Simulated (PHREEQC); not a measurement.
PHREEQC input (ion-association model, wateq4f.dat):

```
SOLUTION_MASTER_SPECIES
  An  An-  0  An  62.0  # stands for a non-complexing anion
SOLUTION_SPECIES
  An- = An-
    -log_k 0
    -gamma 3.0 0
PHASES
  Fix_H+
    H+ = H+
    -log_k 0
SOLUTION 1
  temp 25
  units mmol/kgw
  pH 7 charge
  Cl 0.0122
  Zn 0.0061
  Na 50
  An 50
END
SELECTED_OUTPUT 1
  -reset false
  -pH true
  -pe true
  -ionic_strength true
  -water true
  -totals Cl Na Zn
  -molalities Hfo_wOH Hfo_wOH2+ Hfo_wO- Hfo_sOH Hfo_sOH2+ Hfo_sO- Hfo_sOZn+ Hfo_wOZn+
  -saturation_indices Zn(OH)2-e Zn5(OH)8Cl2 Halite
USER_PUNCH 1
  -headings sigma psi
  10 PUNCH EDL("sigma", "Hfo"), EDL("psi", "Hfo")
PRINT
  -reset false
USE solution 1
SURFACE 1
  Hfo_wOH 0.0058427 600 2.6
  Hfo_sOH 0.000146067
EQUILIBRIUM_PHASES 1
  Fix_H+ -4 HAn 10
    -force_equality true
  O2(g) -0.68 10
END
# ... the last block is repeated for the other 16 points of pH, with NaOH or the acid as the point needs
```

Selected output (columns that matter, 17 of 17 rows; pH added in front):

```
pH	mu	Cl	Na	Zn	m_Hfo_wOH	m_Hfo_wOH2+	m_Hfo_wO-	m_Hfo_sOH	m_Hfo_sOH2+	si_Zn(OH)2-e	si_Zn5(OH)8Cl2	si_Halite	sigma	psi
4	0.052526	1.22e-05	0.05	6.0823e-06	0.0011644	0.0046717	6.6486e-06	2.9106e-05	0.00011678	-9.0396	-44.207	-7.9743	0.29577	0.15893
4.5	0.051997	1.22e-05	0.05	5.9585e-06	0.002006	0.0038125	2.418e-05	5.0104e-05	9.5224e-05	-8.0474	-40.245	-7.9736	0.24019	0.14855
5	0.051499	1.22e-05	0.05	5.1595e-06	0.0028451	0.0029344	6.3195e-05	7.0688e-05	7.2906e-05	-7.1088	-36.552	-7.973	0.18207	0.13467
5.5	0.051068	1.22e-05	0.05	2.6059e-06	0.0035233	0.0021894	0.00012989	8.6064e-05	5.348e-05	-6.4046	-34.03	-7.9724	0.13072	0.11811
6	0.050725	1.22e-05	0.05	5.6173e-07	0.0039894	0.0016293	0.00022378	9.6114e-05	3.9254e-05	-6.0705	-33.359	-7.972	0.089375	0.099318
6.5	0.050468	1.22e-05	0.05	8.0366e-08	0.004265	0.0012419	0.00033556	0.00010242	2.9822e-05	-5.915	-33.581	-7.9717	0.057778	0.078432
7	0.050278	1.22e-05	0.05	1.0277e-08	0.0044051	0.00098681	0.00045049	0.00010573	2.3686e-05	-5.8099	-34.056	-7.9714	0.034347	0.05559
7.5	0.050137	1.22e-05	0.05	1.263e-09	0.0044656	0.00081899	0.00055781	0.00010718	1.9656e-05	-5.7283	-34.647	-7.9712	0.01692	0.031152
8	0.050024	1.22e-05	0.05	1.6197e-10	0.0044844	0.00069926	0.00065882	0.00010763	1.6783e-05	-5.6596	-35.304	-7.9711	0.0029384	0.005742
8.5	0.0501	1.22e-05	0.050184	3.0381e-11	0.0044766	0.00059781	0.00076797	0.00010744	1.4348e-05	-5.5915	-35.963	-7.9696	-0.010401	-0.019853
9	0.050234	1.22e-05	0.050444	1.5566e-11	0.0044365	0.00049506	0.00091081	0.00010648	1.1882e-05	-5.5096	-36.554	-7.9675	-0.025956	-0.044818
9.5	0.050426	1.22e-05	0.050801	1.6696e-11	0.0043361	0.00038369	0.0011226	0.00010407	9.2088e-06	-5.3989	-37.001	-7.9647	-0.046424	-0.068437
10	0.050734	1.22e-05	0.051334	2.3505e-11	0.0041259	0.00026953	0.0014469	9.9024e-05	6.469e-06	-5.2456	-37.235	-7.9606	-0.074195	-0.090218
10.5	0.0513	1.22e-05	0.0522	4.0777e-11	0.0037462	0.00016663	0.0019294	8.9911e-05	3.9992e-06	-5.0367	-37.191	-7.954	-0.11128	-0.10992
11	0.052533	1.2199e-05	0.053819	9.6827e-11	0.0031498	8.7241e-05	0.0026052	7.5596e-05	2.0938e-06	-4.7557	-36.788	-7.9424	-0.15911	-0.12733
11.5	0.055697	1.2199e-05	0.057456	3.9616e-10	0.0023298	3.5769e-05	0.0034765	5.5917e-05	8.5847e-07	-4.3686	-35.857	-7.9179	-0.21757	-0.14175
12	0.064877	1.2199e-05	0.067157	3.8832e-09	0.0013635	9.5307e-06	0.0044689	3.2726e-05	2.2875e-07	-3.7948	-33.998	-7.8606	-0.2821	-0.15111
```
